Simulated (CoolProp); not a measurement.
A simple Rankine cycle with neopentane: condensing at 288.15 K, boiler at 1.65 MPa, turbine inlet 398.8 K, turbine efficiency 0.85, pump efficiency 0.8, no recuperator. Each further row changes one setting.

Model: reference Helmholtz-energy equation of state, Lemmon 2006, in CoolProp. It is a short technical equation, of lower accuracy than the large ones.

| case | thermal efficiency (%) | net work (kJ/kg) | heat in (kJ/kg) | turbine exit temperature (K) | volume ratio over the turbine |
|---|---|---|---|---|---|
| as stated | 16.3 | 77.6 | 477 | 337.4 | 15.8 |
| turbine inlet 418.8 K | 16.0 | 84.9 | 530 | 360.6 | 14.8 |
| condensing temperature 280.15 K | 17.5 | 86.4 | 495 | 332.2 | 20.8 |
| boiler pressure 1.15 MPa | 14.5 | 72.0 | 497 | 350.5 | 9.84 |
| turbine efficiency 0.75 | 14.3 | 68.1 | 477 | 342.4 | 16.1 |
